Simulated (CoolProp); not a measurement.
Saturation properties of c-C4F8 (RC318).

Model: reference Helmholtz-energy equation of state, Platzer 1990, in CoolProp. This equation is an older, rougher fit; its heat capacities, sound speeds and derivatives of the liquid may be far off and weren't checked against measurements.

| T (K) | p (MPa) | liquid density (kg/m³) | vapour density (kg/m³) | enthalpy of vaporisation (kJ/kg) | surface tension (mN/m) | liquid conductivity (mW/(m K)) |
|---|---|---|---|---|---|---|
| 290.8 | 0.2454 | 1527 | 22.17 | 107.4 | 9.02 | 67.1 |
| 298.1 | 0.3120 | 1498 | 27.99 | 104.3 | 8.18 | 65.2 |
| 305.5 | 0.3927 | 1468 | 35.10 | 100.8 | 7.35 | 63.3 |
| 312.8 | 0.4869 | 1437 | 43.51 | 97.29 | 6.55 | 61.3 |
| 320.1 | 0.5970 | 1404 | 53.54 | 93.49 | 5.77 | 59.3 |
| 327.5 | 0.7267 | 1369 | 65.69 | 89.36 | 5.00 | 57.2 |
| 334.8 | 0.8741 | 1332 | 80.05 | 84.97 | 4.26 | 55.0 |
| 342.1 | 1.043 | 1292 | 97.32 | 80.18 | 3.55 | 52.9 |
| 349.5 | 1.238 | 1248 | 118.6 | 74.82 | 2.85 | 50.7 |
| 356.8 | 1.456 | 1200 | 144.6 | 68.88 | 2.20 | 48.5 |
| 364.1 | 1.702 | 1144 | 177.5 | 62.04 | 1.58 | 46.3 |
| 371.5 | 1.984 | 1077 | 222.1 | 53.69 | 1.01 | 44.1 |

It boils at 267.2 K under 1 atm.

Thermal conductivity comes from a separate model (Huber 2003), an estimate that may be off by 10 % or more. Surface tension comes from a separate correlation (Mulero 2012).
